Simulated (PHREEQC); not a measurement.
Solution (25 °C): 0.0012 mol/kgw H2SO4, 0.00015 mol/kgw MnSO4 and 0.0011 mol/kgw MgSO4. Closed to the air; pH follows from the charge balance.

Computed with PHREEQC (ion-association model, wateq4f.dat).

This is a speciation only: nothing precipitates in the calculation.

Problem. Predict the pH, ionic strength.

Solution. pH 2.71; ionic strength 0.00713 mol/kgw.

Problem. In which forms is S present?

Solution. SO4-2 79 %, HSO4- 12 %, MgSO4 8.3 %, MnSO4 0.9 % of the S.

Species that the database lacks are ignored.
